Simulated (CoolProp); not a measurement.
Vapour-liquid equilibrium of carbon dioxide (1) + CH2F2 (R32) (2) at 222 K; x and y are mole fractions of (1).

The numbers come from the multi-fluid Helmholtz-energy mixture model, Span 1996 and Tillner-Roth 1997; pair parameters Bell 2016 in CoolProp.

```json
[
 {"x": "0.05", "bubble pressure, mixture model (kPa)": "132.7", "bubble pressure, Raoult's law (kPa)": "131.3", "y, mixture model": "0.248", "y, Raoult's law": "0.248"},
 {"x": "0.2", "bubble pressure, mixture model (kPa)": "219.0", "bubble pressure, Raoult's law (kPa)": "213.4", "y, mixture model": "0.605", "y, Raoult's law": "0.610"},
 {"x": "0.35", "bubble pressure, mixture model (kPa)": "303.5", "bubble pressure, Raoult's law (kPa)": "295.4", "y, mixture model": "0.761", "y, Raoult's law": "0.771"},
 {"x": "0.5", "bubble pressure, mixture model (kPa)": "385.3", "bubble pressure, Raoult's law (kPa)": "377.5", "y, mixture model": "0.849", "y, Raoult's law": "0.862"},
 {"x": "0.65", "bubble pressure, mixture model (kPa)": "464.5", "bubble pressure, Raoult's law (kPa)": "459.5", "y, mixture model": "0.908", "y, Raoult's law": "0.921"},
 {"x": "0.8", "bubble pressure, mixture model (kPa)": "542.9", "bubble pressure, Raoult's law (kPa)": "541.6", "y, mixture model": "0.952", "y, Raoult's law": "0.962"},
 {"x": "0.95", "bubble pressure, mixture model (kPa)": "623.2", "bubble pressure, Raoult's law (kPa)": "623.7", "y, mixture model": "0.988", "y, Raoult's law": "0.992"}
]
```

The largest gap from Raoult's law is +2.7 % in bubble pressure, at x = 0.35. No azeotrope shows between x = 0.05 and 0.95.

The pair parameters rest on a limited set of measurements; away from them the model extrapolates.
